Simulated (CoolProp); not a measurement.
Vapour-liquid equilibrium of R152A (1) + isobutane (2) at 0.61 MPa; x and y are mole fractions of (1).

Computed with CoolProp (multi-fluid Helmholtz-energy mixture model, Outcalt 1996 and Bücker 2006; pair parameters Bell 2016).

```json
[
 {"x": "0.05", "bubble temperature, mixture model (°C)": "40.0", "bubble temperature, Raoult's law (°C)": "44.0", "y, mixture model": "0.152", "y, Raoult's law": "0.083"},
 {"x": "0.15", "bubble temperature, mixture model (°C)": "32.7", "bubble temperature, Raoult's law (°C)": "41.4", "y, mixture model": "0.350", "y, Raoult's law": "0.232"},
 {"x": "0.25", "bubble temperature, mixture model (°C)": "28.2", "bubble temperature, Raoult's law (°C)": "39.0", "y, mixture model": "0.468", "y, Raoult's law": "0.363"},
 {"x": "0.35", "bubble temperature, mixture model (°C)": "25.5", "bubble temperature, Raoult's law (°C)": "36.9", "y, mixture model": "0.545", "y, Raoult's law": "0.479"},
 {"x": "0.45", "bubble temperature, mixture model (°C)": "23.8", "bubble temperature, Raoult's law (°C)": "34.8", "y, mixture model": "0.601", "y, Raoult's law": "0.583"},
 {"x": "0.55", "bubble temperature, mixture model (°C)": "22.8", "bubble temperature, Raoult's law (°C)": "32.9", "y, mixture model": "0.647", "y, Raoult's law": "0.676"},
 {"x": "0.65", "bubble temperature, mixture model (°C)": "22.2", "bubble temperature, Raoult's law (°C)": "31.2", "y, mixture model": "0.691", "y, Raoult's law": "0.760"},
 {"x": "0.75", "bubble temperature, mixture model (°C)": "22.1", "bubble temperature, Raoult's law (°C)": "29.5", "y, mixture model": "0.741", "y, Raoult's law": "0.836"},
 {"x": "0.85", "bubble temperature, mixture model (°C)": "22.5", "bubble temperature, Raoult's law (°C)": "27.9", "y, mixture model": "0.808", "y, Raoult's law": "0.906"},
 {"x": "0.95", "bubble temperature, mixture model (°C)": "24.2", "bubble temperature, Raoult's law (°C)": "26.5", "y, mixture model": "0.916", "y, Raoult's law": "0.970"}
]
```

The largest gap from Raoult's law is -11.4 K in bubble temperature, at x = 0.35. y crosses x between x = 0.65 and 0.75: the model has an azeotrope there.

Pair parameters are fitted to limited data, so mixtures are less certain than the pure fluids.
